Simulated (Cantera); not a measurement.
Charge: 1 mol Si, 1 mol CO₂, 470 mol H₂, at 0.473 Torr.

Equilibrium computed with Cantera from the NASA thermochemical tables; the gas is ideal and each condensed phase is pure. Candidate condensed phases: C, C₆H₆, C₇H₈, C₈H₁₈, H₂O, Si, SiC, SiO₂; 123 gas species. Mutual solubility and eutectic melting of coexisting phases are not modelled. Equilibrium is a limit: real reactors are often held back by kinetics, nucleation or transport. All values below are at 1123 K.

Base state: H₂ 0.999, CO 0.00141 (mole fractions); condensed: SiC(s) + SiO₂(β-quartz).

Question: What changes in the equilibrium state with this change: Si replaced by Si₃N₄?

Answer: 
```json
[
 {"species": "H₂", "before": "0.999", "after": "0.998"},
 {"species": "CO", "before": "0.00141", "after": "0.00106"},
 {"species": "N₂", "before": "0", "after": "0.00106"},
 {"species": "CH₄", "before": "4.75e-6", "after": "1.84e-5"},
 {"species": "SiC(s), mol", "before": "0.332", "after": "0"},
 {"species": "SiO₂(β-quartz), mol", "before": "0.666", "after": "0"},
 {"species": "C(graphite), mol", "before": "0", "after": "0.491"},
 {"species": "Si₂N₂O(s), mol", "before": "0", "after": "1.50"}
]
```
Further candidate phases: Si₂N₂O, Si₃N₄.
